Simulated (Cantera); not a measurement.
A Cantera script and its output.

```python
import numpy as np
import cantera as ct

gas = ct.Solution("gri30.yaml")
gas.TP = 300, 101325
flame = ct.CounterflowDiffusionFlame(gas, width=0.02)
flame.fuel_inlet.X, flame.fuel_inlet.T = {'CO': 1, 'H2': 0.75, 'CH4': 1.5}, 350
flame.oxidizer_inlet.X, flame.oxidizer_inlet.T = {'O2': 0.25, 'N2': 0.75}, 775
flame.set_refine_criteria(ratio=3, slope=0.12, curve=0.24, prune=0.03)
show = ['OH', 'H', 'NO', 'CO', 'C2H2']

rows = []
print(f"{'mdot':>8s}{'a_max':>10s}{'a_mean':>10s}{'Tmax/K':>9s}" + "".join(f"{s:>11s}" for s in show) + "   (peak mole fractions)")
for i, mdot in enumerate([0.61, 0.89, 1.3, 1.9, 2.8, 4.1, 6.1, 8.9, 13]):  # kg/m2/s on the oxidiser side
    flame.oxidizer_inlet.mdot, flame.fuel_inlet.mdot = mdot, 1.1 * mdot
    flame.solve(loglevel=0, auto=(i == 0))
    if flame.T.max() < max(350, 775) + 100:
        print(f"{mdot:8.3g}  no burning solution found from the previous one")
        break
    dT = np.abs(np.gradient(flame.T, flame.grid))
    rows.append([flame.strain_rate("max"), flame.strain_rate("mean"), flame.T.max(),
                 *(flame.X[gas.species_index(s)].max() for s in show), max(dT[0], dT[-1]) / dT.max()])
    print(f"{mdot:8.3g}{rows[-1][0]:10.1f}{rows[-1][1]:10.1f}{rows[-1][2]:9.1f}" + "".join(f"{x:11.3e}" for x in rows[-1][3:-1]))
```

Output:

```
    mdot     a_max    a_mean   Tmax/K         OH          H         NO         CO       C2H2   (peak mole fractions)
    0.61     546.2     125.3   2351.7  1.674e-02  9.327e-03  4.545e-04  3.129e-01  1.317e-02
    0.89     773.8     182.8   2321.9  1.659e-02  9.931e-03  3.845e-04  3.134e-01  1.279e-02
     1.3    1102.6     267.0   2297.9  1.644e-02  1.057e-02  3.294e-04  3.132e-01  1.247e-02
     1.9    1577.4     390.3   2277.4  1.631e-02  1.128e-02  2.824e-04  3.133e-01  1.223e-02
     2.8    2274.5     575.1   2251.2  1.590e-02  1.187e-02  2.336e-04  3.133e-01  1.176e-02
     4.1    3262.0     842.2   2223.4  1.536e-02  1.239e-02  1.876e-04  3.132e-01  1.111e-02
     6.1    4757.4    1253.0   2190.9  1.461e-02  1.276e-02  1.421e-04  3.135e-01  1.014e-02
     8.9    6810.1    1828.2   2154.3  1.368e-02  1.289e-02  1.019e-04  3.135e-01  8.850e-03
      13    9746.9    2670.3   2105.8  1.237e-02  1.258e-02  6.498e-05  3.135e-01  7.050e-03
```

Cantera simulation using GRI-Mech 3.0 (53 species, 325 reactions); the numbers are that mechanism's predictions, not measurements. GRI-Mech 3.0 has no aromatics or soot, which form on the fuel side of real flames. The maximum strain rate includes the flame's own expansion and is several times the mean.
